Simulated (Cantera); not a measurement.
Feed: 1 mol SiH4, 0.17 mol HCl, 4.6 mol H2, equilibrated at 1725 K and 0.100 bar.

Equilibrium computed with Cantera from the NASA thermochemical tables; the gas is ideal and each condensed phase is pure. Candidate condensed phases: Si; 19 gas species. Gases not in the tables: Si2H6 and higher silanes. The numbers say what is thermodynamically allowed, not how fast it happens.

**Question.** What is the equilibrium state?

**Answer.** 
* **x(H2)**: 0.976
* **x(HCl)**: 0.0217
* **x(SiCl2)**: 0.00167
* **x(H)**: 0.000580
* **x(SiH2)**: 1.68e-5
* **x(Si)**: 1.02e-5
* **x(Cl)**: 1.00e-5
* **x(SiCl)**: 9.72e-6
* **x(SiCl3)**: 8.26e-6
* **n(Si(l))**: 0.988 mol
* **gas amount**: 6.772 mol
